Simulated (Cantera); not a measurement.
Charge: 1 mol SiH₂Cl₂, 2.4 mol N₂, 2.7 mol H₂, equilibrated at 1475 °C and 750 Torr.

Method: chemical equilibrium by Gibbs-energy minimisation in Cantera with the NASA 1993 tables (ideal gas, pure condensed phases). Candidate condensed phases: NH₄Cl, Si, Si₃N₄; 28 gas species. The tables' values for SiCl₃ are old estimates; treat these amounts as uncertain. Kinetics and transport are ignored.

Base state: H₂ 0.448, N₂ 0.286, HCl 0.235, SiCl₂ 0.0226, SiCl₃ 0.00506, SiCl₄ 0.00202, SiHCl₃ 0.000849, H 0.000153 (mole fractions); condensed: Si₃N₄(s).

What changes in the equilibrium state with this change: SiH₂Cl₂ replaced by SiHCl₃?


| species | before | after |
|---|---|---|
| H₂ | 0.448 | 0.338 |
| N₂ | 0.286 | 0.306 |
| HCl | 0.235 | 0.289 |
| SiCl₃ | 0.00506 | 0.0137 |
| SiCl₂ | 0.0226 | 0.0431 |
| SiCl₄ | 0.00202 | 0.00774 |
| SiHCl₃ | 0.000849 | 0.00199 |
| SiH₂Cl₂ | 6.33e-5 | 9.13e-5 |
| Cl | 6.20e-5 | 8.77e-5 |
| H | 0.000153 | 0.000133 |
| Si₃N₄(s), mol | 0.267 | 0.186 |
